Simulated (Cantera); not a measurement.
Charge: 1 mol Si, 0.14 mol CO2, 460 mol N2, at 1475 °C and 0.00133 bar.

These are equilibrium values from Cantera (NASA tables, ideal gas, pure condensed phases), not measurements of a reactor. Candidate condensed phases: C, Si, SiC, SiO2, Si2N2O, Si3N4; 34 gas species. Mutual solubility and eutectic melting of coexisting phases are not modelled. The tables' values for SiN are old estimates; treat these amounts as uncertain. Rates play no part.

Problem. What is the equilibrium state?

Solution. 
```json
{
  "x(N2)": "0.998",
  "x(Si)": "0.00109",
  "x(SiO)": "0.000565",
  "x(CO)": "4.22e-5",
  "x(Si2N)": "3.52e-5",
  "x(SiN)": "2.07e-5",
  "x(Si2C)": "8.72e-6",
  "x(Si2)": "5.61e-6",
  "x(Si3)": "1.37e-6",
  "n(Si(l))": "0.0628 mol",
  "n(SiC(s))": "0.117 mol",
  "gas_amount": "460.8 mol",
  "log10 activity of C(graphite) (absent)": "-1.72"
}
```
